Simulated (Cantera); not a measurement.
A closed system holds: 1 mol Pb, 0.34 mol CO, 57 mol N2, held at 1173.15 K and 29.0 Pa.

These are equilibrium values from Cantera (NASA tables, ideal gas, pure condensed phases), not measurements of a reactor. Candidate condensed phases: C, Pb, PbO, PbO2, Pb3O4; 27 gas species. Rates play no part.

Base state: N2 0.977, Pb 0.0171, CO 0.00583 (mole fractions); condensed: gas only.

What changes in the equilibrium state with this change: temperature from 1173.15 K to 800 K?


| species | before | after |
|---|---|---|
| N2 | 0.977 | 0.994 |
| CO | 0.00583 | 0.00593 |
| Pb | 0.0171 | 0.000212 |
| C(graphite), mol | 0 | 5.77e-5 |
| Pb(l), mol | 0 | 0.988 |
